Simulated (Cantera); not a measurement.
A perfectly stirred reactor is fed with CH₄ : O₂ : N₂ = 1 : 1.25 : 7.75 (molar parts), equivalence ratio 1.6, at 1.97 atm; it is adiabatic with a 448 K inlet, and is followed from long to short residence time, starting on the burning branch (τ in s: 0.14, 0.05, 0.018, 0.0067, 0.0024, 0.00088, 0.00032, 0.00012, 4.3e-05, 1.6e-05).

Cantera simulation using GRI-Mech 3.0 (53 species, 325 reactions); the numbers are that mechanism's predictions, not measurements.

Problem. Predict: blow-out, bracketed by the residence times tried; x(CH₄) at τ = 0.140 s; x(O₂) at τ = 0.140 s; x(NO) at τ = 0.140 s; x(H₂O₂) at τ = 0.140 s; x(C₂H) at τ = 0.140 s; x(CH₄) at τ = 0.880 ms; x(O₂) at τ = 0.880 ms.

Solution. 
```
Item                                                                          Result
------------------------------------------------  ----------------------------------
blow-out, bracketed by the residence times tried  burning at 18.0 ms, out at 6.70 ms
x(CH₄) at τ = 0.140 s                                                        0.00993
x(O₂) at τ = 0.140 s                                                         0.00188
x(NO) at τ = 0.140 s                                                         6.28e-8
x(H₂O₂) at τ = 0.140 s                                                       1.22e-8
x(C₂H) at τ = 0.140 s                                                        9.34e-9
x(CH₄) at τ = 0.880 ms                                                         0.100
x(O₂) at τ = 0.880 ms                                                          0.125
```
